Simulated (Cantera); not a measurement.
Silicon etching in halogen gases: Si + NF₃ + N₂

Feed: 1 mol Si, 1.5 mol NF₃, 0.13 mol N₂, equilibrated at 698.15 K and 54.0 Torr.

These are equilibrium values from Cantera (NASA tables, ideal gas, pure condensed phases), not measurements of a reactor. Candidate condensed phases: Si, Si₃N₄; 16 gas species. Kinetics and transport are ignored.

```yaml
x(SiF₄): 0.500
x(N₂): 0.407
x(NF₃): 0.0663
x(F₂): 0.0253
x(F): 0.000823
gas_amount: 1.998 mol
log10 activity of Si(s) (absent): -109.32
```
